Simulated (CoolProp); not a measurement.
Computed with CoolProp (reference Helmholtz-energy equation of state, Thol 2017).

**Question.** Give the vapour pressure (kPa), liquid density (kg/m³), vapour density (kg/m³), enthalpy of vaporisation (kJ/kg) of saturated octamethyltrisiloxane (MDM) at 327.3 K.

**Answer.** 
```tsv
T (K)	p (kPa)	liquid density (kg/m³)	vapour density (kg/m³)	enthalpy of vaporisation (kJ/kg)
327.3	2.72	786	0.237	193
```
